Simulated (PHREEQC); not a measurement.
Dissolve 0.0026 mol/kgw NH4HF2, 0.0042 mol/kgw (NH4)2SiF6, 0.06 mol/kgw H3AsO4 and 0.00015 mol/kgw H2SO4 at 72 °C. Closed to the air; pH follows from the charge balance.

Equilibrium calculation in PHREEQC: ion-association model, wateq4f.dat.

Precipitation was switched off in this run.

Order these F species by the share of F that they hold, largest first: HF2-, HF, SiF6-2, H2F2, F-.

SiF6-2 (52 %), HF (46 %), F- (1.4 %), H2F2 (0.53 %), HF2- (0.17 %)

The pH is 1.99 and the ionic strength 0.0256 mol/kgw. Examples of supersaturated solids here: Quartz (slow to form), Chalcedony (slow to form). Others may be too. Away from 25 °C the constants follow the database's enthalpies or fits; those with neither stay at their 25 °C values. SiF6-2 is the database's only silicon fluoride.
